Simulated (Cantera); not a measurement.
A Cantera script and what it prints.

```python
import numpy as np
import cantera as ct

gas_names = """
    H HNO HNO2 HNO3 HO2 H2 H2O H2O2 N NH NH2 NH3 NH2OH NO NO2 NO3 N2 N2H2 N2H4 N2O O OH O2 O3 Si SiH
    SiH2 SiH3 SiH4 SiN SiO SiO2 Si2 Si2N Si3
""".split()
cond_names = """
    H2O(s) H2O(L) Si(cr) Si(L) SiO2(Lqz) SiO2(hqz) SiO2(L) Si2N2O(s) Si3N4(a)
""".split()


# ... load() reads the species with a 1 bar reference pressure and builds the phases ...
atoms = {
    'SiH4': {'Si': 1, 'H': 4},
    'H2O': {'H': 2, 'O': 1},
    'N2': {'N': 2},
}
top_T = {'Si2N2O(s)': 2100, 'Si3N4(a)': 2400}  # K; cautious upper limits of use, not melting points


# ... equilibrate(T, P, feed) seeds the gas with the atoms and calls Mixture.equilibrate('TP', solver="vcs", rtol=1e-11, max_steps=5000) ...
results = []
T = 1298.15  # K
P = 13332.2  # Pa
for m in [1.4, 1.9, 2.4, 3.2, 4.1, 5.4, 7, 9.1, 12, 15]:
    feed = {'SiH4': 1, 'H2O': m, 'N2': 1.6}  # mol
    mix = equilibrate(T, P, feed)
    results.append((T, P, feed, dict(zip(mix.species_names, mix.species_moles))))

top = {s: max(r[3][s] / sum(r[3][g] for g in gas_names) for r in results) for s in gas_names}
cols = sorted((s for s in top if top[s] > 1e-06), key=lambda s: -top[s])[:8]
seen = [c for c in cond_names if any(r[3].get(c, 0) > 1e-12 for r in results)]
print("log10 of partial pressures in bar; condensed amounts in mol")
print(f"{'n(H2O)':>10s}" + "".join(f"{s[:9]:>10s}" for s in cols + seen))
for T, P, feed, n in results:
    ng = sum(n[g] for g in gas_names)
    print(f"{feed['H2O']:10.4g}" + "".join(f"{np.log10(max(n[s] / ng * P / 1e5, 1e-99)):10.3f}" for s in cols)
          + "".join(f"{n.get(c, 0):10.4g}" for c in seen))
```

Output:

```
log10 of partial pressures in bar; condensed amounts in mol
    n(H2O)        H2       H2O        N2       NH3         H SiO2(hqz) Si2N2O(s)
       1.4    -1.025    -4.825    -1.410    -6.146    -6.481    0.5996    0.2002
       1.9    -1.022    -4.825    -1.418    -6.145    -6.480    0.9329   0.03354
       2.4    -1.051    -2.051    -1.449    -6.205    -6.495         1         0
       3.2    -1.106    -1.628    -1.503    -6.313    -6.522         1         0
       4.1    -1.160    -1.439    -1.557    -6.421    -6.549         1         0
       5.4    -1.227    -1.298    -1.625    -6.557    -6.583         1         0
         7    -1.298    -1.201    -1.696    -6.699    -6.618         1         0
       9.1    -1.377    -1.128    -1.775    -6.856    -6.657         1         0
        12    -1.466    -1.068    -1.864    -7.034    -6.702         1         0
        15    -1.543    -1.031    -1.940    -7.187    -6.740         1         0
```

Method: chemical equilibrium by Gibbs-energy minimisation in Cantera with the NASA 1993 tables (ideal gas, pure condensed phases). N2 is the only nitrogen source here; it is nearly inert below about 1500 K, so the nitride shown seldom forms there in practice. Mutual solubility and eutectic melting of coexisting phases are not modelled. The tables hold silica as quartz up to 1696 K and as liquid above; real silica turns to tridymite and cristobalite and melts near 1996 K. Gases not in the tables: Si(OH)4.
